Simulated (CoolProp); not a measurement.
Vapour-liquid equilibrium of ethanol (1) + o-xylene (2) at 0.0641 MPa; x and y are mole fractions of (1).

Computed with CoolProp (multi-fluid Helmholtz-energy mixture model, Schroeder 2014 and Zhou 2012; pair parameters Bell 2016).

```csv
x,"bubble temperature, mixture model (°C)","bubble temperature, Raoult's law (°C)","y, mixture model","y, Raoult's law"
0.05,97.1,117.4,0.635,0.307
0.125,81.7,106.7,0.804,0.547
0.2,76.0,99.1,0.850,0.679
0.275,73.5,93.4,0.868,0.763
0.35,72.3,88.7,0.877,0.820
0.425,71.7,84.9,0.882,0.863
0.5,71.3,81.6,0.886,0.895
0.575,70.9,78.7,0.890,0.920
0.65,70.4,76.2,0.896,0.941
0.725,69.9,73.9,0.905,0.957
0.8,69.2,71.9,0.920,0.972
0.875,68.5,70.0,0.941,0.984
0.95,67.7,68.3,0.972,0.994
```

The largest gap from Raoult's law is -25.0 K in bubble temperature, at x = 0.125. No azeotrope shows between x = 0.05 and 0.95.

Pair parameters are fitted to limited data, so mixtures are less certain than the pure fluids. With so large a gap from Raoult's law the liquid may split in two, which this calculation doesn't test in full.
